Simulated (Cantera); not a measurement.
Mixture: CH3OH : O2 : N2 = 1 : 0.714 : 2.69 (molar parts), at 17.0 bar, adiabatic and at constant pressure. Ignition delay is the time to a rise of 400 K.

Computed with Cantera and GRI-Mech 3.0 (53 species, 325 reactions). GRI-Mech 3.0 was tuned for natural gas; its chemistry of methanol as a main component is partial and can be far from experiment. The pressure lies above the range GRI-Mech 3.0 was tuned for (to about 10 atm).

### Question
Predict: delay at 1300 K; delay at 1500 K; delay at 1700 K; delay at 1900 K; delay at 2100 K; apparent activation energy between 2000 and 2200 K.

### Answer
```json
{
 "delay at 1300 K": "0.183 ms",
 "delay at 1500 K": "16.4 µs",
 "delay at 1700 K": "3.02 µs",
 "delay at 1900 K": "0.882 µs",
 "delay at 2100 K": "0.355 µs",
 "apparent activation energy between 2000 and 2200 K": "140 kJ/mol"
}
```
